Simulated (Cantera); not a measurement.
A Cantera script and its output.

```python
import numpy as np
import cantera as ct

gas = ct.Solution("gri30.yaml")
gas.TPX = 1450, 91000, {'CH4': 1, 'O2': 1.82, 'N2': 6.84, 'CO2': 0.61}
reactor = ct.IdealGasConstPressureReactor(gas, energy="on", clone=False)
net = ct.ReactorNet([reactor])
net.rtol, net.atol = 1e-08, 1e-16
show = ['CH4', 'O2', 'CO2', 'C2H6', 'H']
times = np.geomspace(2e-06, 0.2, 14)

steps = ct.SolutionArray(gas, extra=["t"])
rows = []
print(f"{'t/s':>10s}{'T/K':>9s}{'P/Pa':>11s}" + "".join(f"{s:>11s}" for s in show))
for t in times:
    while net.time < t:
        t_next = net.step()
        steps.append(gas.state, t=t_next)
    rows.append([np.interp(t, steps.t, y) for y in (steps.T, steps.P, *steps(*show).X.T)])
    print(f"{t:10.3e}{rows[-1][0]:9.1f}{rows[-1][1]:11.4g}" + "".join(f"{x:11.3e}" for x in rows[-1][2:]))
rate = np.gradient(steps.T, steps.t)
print("integrator steps:", len(steps.t))
if steps.T.max() > steps.T[0] + 200:
    print(f"time of steepest temperature rise: {steps.t[rate.argmax()]:.4e} s")
gas.TPX = 1450, 91000, {'CH4': 1, 'O2': 1.82, 'N2': 6.84, 'CO2': 0.61}
gas.equilibrate("HP")
print(f"equilibrium (HP): T = {gas.T:.1f} K  " + "  ".join(f"{s} {gas[s].X[0]:.3e}" for s in show))
```

It prints:

```
       t/s      T/K       P/Pa        CH4         O2        CO2       C2H6          H
 2.000e-06   1450.0    9.1e+04  9.737e-02  1.772e-01  5.940e-02  1.430e-13  4.403e-09
 4.849e-06   1450.0    9.1e+04  9.737e-02  1.772e-01  5.940e-02  2.382e-12  4.584e-09
 1.176e-05   1450.0    9.1e+04  9.737e-02  1.772e-01  5.940e-02  3.802e-11  4.927e-09
 2.850e-05   1450.0    9.1e+04  9.737e-02  1.772e-01  5.940e-02  6.242e-10  5.866e-09
 6.910e-05   1450.0    9.1e+04  9.736e-02  1.772e-01  5.940e-02  1.194e-08  8.889e-09
 1.675e-04   1450.0    9.1e+04  9.734e-02  1.772e-01  5.940e-02  3.061e-07  2.103e-08
 4.062e-04   1450.2    9.1e+04  9.722e-02  1.771e-01  5.939e-02  9.662e-06  7.250e-08
 9.848e-04   1453.1    9.1e+04  9.633e-02  1.766e-01  5.939e-02  1.606e-04  3.134e-07
 2.388e-03   1608.0    9.1e+04  6.620e-02  1.510e-01  5.902e-02  1.762e-03  6.700e-05
 5.789e-03   2643.3    9.1e+04  1.946e-15  1.483e-02  9.030e-02  1.019e-29  6.068e-03
 1.403e-02   2638.3    9.1e+04  2.051e-15  1.392e-02  9.003e-02  1.115e-29  5.980e-03
 3.403e-02   2637.9    9.1e+04  2.060e-15  1.385e-02  9.000e-02  1.123e-29  5.972e-03
 8.249e-02   2637.9    9.1e+04  2.060e-15  1.385e-02  9.000e-02  1.123e-29  5.972e-03
 2.000e-01   2637.9    9.1e+04  2.060e-15  1.385e-02  9.000e-02  1.123e-29  5.972e-03
integrator steps: 1965
time of steepest temperature rise: 2.4622e-03 s
equilibrium (HP): T = 2637.9 K  CH4 2.669e-15  O2 1.385e-02  CO2 9.000e-02  C2H6 1.741e-29  H 5.972e-03
```

Computed with Cantera and GRI-Mech 3.0 (53 species, 325 reactions).
